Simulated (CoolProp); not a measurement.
Vapour-liquid equilibrium of dimethyl ether (1) + R227EA (2) at -31.65 °C; x and y are mole fractions of (1).

Computed with CoolProp (multi-fluid Helmholtz-energy mixture model, Wu 2011 and Lemmon 2016; pair parameters Bell 2016).

Task: Give the bubble pressure and the first vapour's composition at x = 0.45, 0.55, 0.65. Is there an azeotrope?

Result: x = 0.45: 0.04245 MPa, y = 0.564; x = 0.55: 0.04693 MPa, y = 0.718; x = 0.65: 0.05277 MPa, y = 0.829. y crosses x between x = 0.25 and 0.35: the model has an azeotrope there.

Pair parameters are fitted to limited data, so mixtures are less certain than the pure fluids.
